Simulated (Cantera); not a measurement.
# Low-pressure radical oxidation in H2/O2

An isothermal, constant-pressure homogeneous reactor starts with H₂ : O₂ = 0.34 : 1 (molar parts), equivalence ratio 0.17, at 1325 K and 20.0 Torr.

Model: the H2/O2 subset of GRI-Mech 3.0, which has no nitrogen chemistry, integrated in Cantera. Radical loss at walls, strong at low pressure, is not modelled. The temperature is held fixed by assumption; the heat of reaction is taken as removed at once.

```
t (s)         x H₂   x O₂      x OH      x H   x H₂O₂
--------  --------  -----  --------  -------  -------
0.000100     0.254  0.746   1.49e-6  3.78e-6  1.61e-9
0.000262     0.237  0.737   0.00290  0.00748  5.38e-8
0.000687    0.0144  0.607    0.0166   0.0793  6.04e-7
0.00180     0.0117  0.633    0.0153   0.0528  6.95e-7
0.00471    0.00601  0.675    0.0112   0.0169  7.63e-7
0.0124     0.00126  0.702   0.00519  0.00150  5.03e-7
0.0324    0.000171  0.708   0.00192  7.41e-5  1.99e-7
0.0848     2.86e-5  0.709  0.000791  5.16e-6  7.18e-8
0.222      6.48e-6  0.709  0.000379  5.66e-7  2.69e-8
0.583      1.82e-6  0.709  0.000202  8.54e-8  1.05e-8
1.53       6.22e-7  0.709  0.000118  1.72e-8  4.57e-9
4.00       3.21e-7  0.709   8.49e-5  6.41e-9  2.85e-9
```
x: mole fraction; the columns are a selection and need not sum to one.

Equilibrium at this temperature and pressure: H₂ 2.85e-7, O₂ 0.709, OH 8.00e-5, H 5.39e-9, H₂O₂ 2.64e-9 (gas phase only).
